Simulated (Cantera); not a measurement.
**Ignition delay**

Mixture: 2.69 % C3H8, 15.0 % O2, 82.3 % N2, equivalence ratio 0.90, at 60000 Pa, adiabatic and at constant pressure. Ignition delay is the time to a rise of 400 K.

Detailed kinetics in Cantera: GRI-Mech 3.0 (53 species, 325 reactions). GRI-Mech 3.0 was tuned for natural gas; its chemistry of propane as a main component is partial and can be far from experiment.

```tsv
T0 (K)	delay (ms)
1298	1.60
1348	0.748
1398	0.387
1448	0.220
1498	0.136
1548	0.0899
```

* **apparent activation energy between 1448 and 1548 K**: 170 kJ/mol
